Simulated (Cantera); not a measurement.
A Cantera script and its output.

```python
import numpy as np
import cantera as ct

gas = ct.Solution("gri30.yaml")
gas.TPX = 1350, 1333, {'H2': 0.057, 'O2': 1}
reactor = ct.IdealGasConstPressureReactor(gas, energy="off", clone=False)
net = ct.ReactorNet([reactor])
net.rtol, net.atol = 1e-08, 1e-18
show = ['H2', 'O2', 'H2O', 'H', 'O', 'H2O2']
times = np.geomspace(7e-05, 4, 9)

steps = ct.SolutionArray(gas, extra=["t"])
rows = []
print(f"{'t/s':>10s}{'T/K':>9s}{'P/Pa':>11s}" + "".join(f"{s:>11s}" for s in show))
for t in times:
    while net.time < t:
        t_next = net.step()
        steps.append(gas.state, t=t_next)
    rows.append([np.interp(t, steps.t, y) for y in (steps.T, steps.P, *steps(*show).X.T)])
    print(f"{t:10.3e}{rows[-1][0]:9.1f}{rows[-1][1]:11.4g}" + "".join(f"{x:11.3e}" for x in rows[-1][2:]))
rate = np.gradient(steps.T, steps.t)
print("integrator steps:", len(steps.t))
if steps.T.max() > steps.T[0] + 200:
    print(f"time of steepest temperature rise: {steps.t[rate.argmax()]:.4e} s")
gas.TPX = 1350, 1333, {'H2': 0.057, 'O2': 1}
gas.equilibrate("TP")
print(f"equilibrium (TP): T = {gas.T:.1f} K  " + "  ".join(f"{s} {gas[s].X[0]:.3e}" for s in show))
```

Output:

```
       t/s      T/K       P/Pa         H2         O2        H2O          H          O       H2O2
 7.000e-05   1350.0       1333  5.393e-02  9.461e-01  1.507e-08  2.419e-08  3.158e-08  1.994e-11
 2.752e-04   1350.0       1333  5.392e-02  9.461e-01  8.249e-07  3.067e-07  6.777e-07  2.979e-10
 1.082e-03   1350.0       1333  4.457e-02  9.388e-01  6.689e-03  2.032e-03  4.643e-03  3.255e-08
 4.256e-03   1350.0       1333  9.471e-04  9.026e-01  4.691e-02  6.771e-03  3.721e-02  6.722e-08
 1.673e-02   1350.0       1333  7.975e-04  9.100e-01  4.838e-02  5.095e-03  3.065e-02  6.635e-08
 6.580e-02   1350.0       1333  4.292e-04  9.266e-01  5.158e-02  1.905e-03  1.577e-02  5.901e-08
 2.587e-01   1350.0       1333  8.784e-05  9.406e-01  5.427e-02  1.691e-04  3.119e-03  3.364e-08
 1.017e+00   1350.0       1333  8.952e-06  9.440e-01  5.512e-02  5.450e-06  3.149e-04  1.044e-08
 4.000e+00   1350.0       1333  9.917e-07  9.445e-01  5.532e-02  2.012e-07  3.487e-05  2.447e-09
integrator steps: 1405
equilibrium (TP): T = 1350.0 K  H2 1.014e-07  O2 9.445e-01  H2O 5.539e-02  H 6.618e-09  O 3.575e-06  H2O2 4.930e-10
```

Cantera simulation using GRI-Mech 3.0 (53 species, 325 reactions); the numbers are that mechanism's predictions, not measurements. Radical loss at walls, strong at low pressure, is not modelled. The temperature is held fixed by assumption; the heat of reaction is taken as removed at once.
